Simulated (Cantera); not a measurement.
A perfectly stirred reactor is fed with 17.9 % CO, 5.72 % H2, 15.6 % O2, 58.8 % N2, 1.97 % CO2, at 1.30 bar; it is adiabatic with a 423 K inlet, and is followed from long to short residence time, starting on the burning branch (τ in s: 0.2, 0.076, 0.029, 0.011, 0.0043, 0.0016, 0.00063, 0.00024, 9.2e-05, 3.5e-05, 1.3e-05, 5.2e-06).

Model: GRI-Mech 3.0 (53 species, 325 reactions), integrated in Cantera.

Question: Predict: blow-out, bracketed by the residence times tried; x(CO) at τ = 0.200 s; x(H2) at τ = 0.200 s; x(O2) at τ = 0.200 s; x(CO2) at τ = 0.200 s; x(HO2) at τ = 0.200 s; x(CO) at τ = 0.630 ms; x(H2) at τ = 0.630 ms; x(O2) at τ = 0.630 ms; x(CO2) at τ = 0.630 ms; x(HO2) at τ = 0.630 ms.

Answer: 
* **blow-out, bracketed by the residence times tried**: burning at 92.0 µs, out at 35.0 µs
* **x(CO) at τ = 0.200 s**: 0.00713
* **x(H2) at τ = 0.200 s**: 0.000386
* **x(O2) at τ = 0.200 s**: 0.0446
* **x(CO2) at τ = 0.200 s**: 0.217
* **x(HO2) at τ = 0.200 s**: 1.66e-6
* **x(CO) at τ = 0.630 ms**: 0.0467
* **x(H2) at τ = 0.630 ms**: 0.00317
* **x(O2) at τ = 0.630 ms**: 0.0628
* **x(CO2) at τ = 0.630 ms**: 0.171
* **x(HO2) at τ = 0.630 ms**: 1.35e-5
